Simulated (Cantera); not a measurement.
Input: 1 mol SiH4, 0.25 mol C2H4, 150 mol H2, equilibrated at 2100 K and 44000 Pa.

Cantera equilibrium calculation (NASA polynomials, part measured and part estimated; ideal gas, pure solids and liquids). Candidate condensed phases: C, C6H6, C7H8, C8H18, Si, SiC; 87 gas species. Mutual solubility and eutectic melting of coexisting phases are not modelled. Gases not in the tables: Si2H6 and higher silanes. Rates play no part.

Base state: H2 0.995, H 0.00468, Si 0.000303, SiH2 0.000181, SiH 0.000109, Si2C 1.24e-5, CH4 1.12e-5 (mole fractions); condensed: Si(l) + SiC(s).

### Question
What changes in the equilibrium state with this change: temperature from 2100 K to 2473 K?

### Answer
| species | before | after |
|---|---|---|
| H2 | 0.995 | 0.960 |
| H | 0.00468 | 0.0329 |
| Si | 0.000303 | 0.00415 |
| SiC2 | 1.19e-7 | 0.000133 |
| C2H2 (acetylene) | 8.73e-6 | 0.00123 |
| Si2C | 1.24e-5 | 0.000425 |
| Si(l), mol | 0.410 | 0 |
| SiC(s), mol | 0.494 | 0 |
